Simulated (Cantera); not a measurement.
Cantera run:

```python
import numpy as np
import cantera as ct

gas_names = """
    H HO2 H2 H2O H2O2 H2S H2SO4 O OH O2 O3 S SH SO SO2 SO3 S2 S2O S8
""".split()
cond_names = """
    H2O(s) H2O(L) H2SO4(L) S(cr1) S(cr2) S(L)
""".split()


# ... load() reads the species with a 1 bar reference pressure and builds the phases ...
atoms = {
    'S': {'S': 1},
    'O2': {'O': 2},
    'H2': {'H': 2},
}
top_T = {}  # K; cautious upper limits of use, not melting points


# ... equilibrate(T, P, feed) seeds the gas with the atoms and calls Mixture.equilibrate('TP', solver="vcs", rtol=1e-11, max_steps=5000) ...
results = []
feed = {'S': 1, 'O2': 0.84, 'H2': 10}  # mol
P = 9000  # Pa
for T in [2173, 2248, 2323, 2398, 2473, 2548, 2623, 2698, 2773, 2848, 2923]:
    mix = equilibrate(T, P, feed)
    results.append((T, P, feed, dict(zip(mix.species_names, mix.species_moles))))

top = {s: max(r[3][s] / sum(r[3][g] for g in gas_names) for r in results) for s in gas_names}
cols = sorted((s for s in top if top[s] > 1e-05), key=lambda s: -top[s])[:7]
seen = [c for c in cond_names if any(r[3].get(c, 0) > 1e-12 for r in results)]
print("log10 of partial pressures in bar; condensed amounts in mol")
print(f"{'T/K':>10s}" + "".join(f"{s[:9]:>10s}" for s in cols + seen))
for T, P, feed, n in results:
    ng = sum(n[g] for g in gas_names)
    print(f"{T:10.4g}" + "".join(f"{np.log10(max(n[s] / ng * P / 1e5, 1e-99)):10.3f}" for s in cols)
          + "".join(f"{n.get(c, 0):10.4g}" for c in seen))
```

Result:

```
log10 of partial pressures in bar; condensed amounts in mol
       T/K        H2         H       H2O         S        S2        SO        SH
      2173    -1.161    -2.897    -1.868    -3.351    -2.614    -3.349    -2.880
      2248    -1.164    -2.716    -1.879    -3.192    -2.645    -3.219    -2.838
      2323    -1.168    -2.547    -1.892    -3.050    -2.689    -3.105    -2.807
      2398    -1.174    -2.390    -1.908    -2.926    -2.747    -3.008    -2.787
      2473    -1.183    -2.243    -1.926    -2.818    -2.819    -2.927    -2.779
      2548    -1.195    -2.107    -1.947    -2.727    -2.908    -2.861    -2.784
      2623    -1.211    -1.981    -1.972    -2.651    -3.014    -2.810    -2.802
      2698    -1.231    -1.864    -2.000    -2.591    -3.136    -2.773    -2.833
      2773    -1.257    -1.757    -2.034    -2.545    -3.272    -2.748    -2.876
      2848    -1.288    -1.659    -2.074    -2.511    -3.422    -2.737    -2.930
      2923    -1.327    -1.570    -2.125    -2.487    -3.580    -2.737    -2.994
```

Equilibrium computed with Cantera from the NASA thermochemical tables; the gas is ideal and each condensed phase is pure.
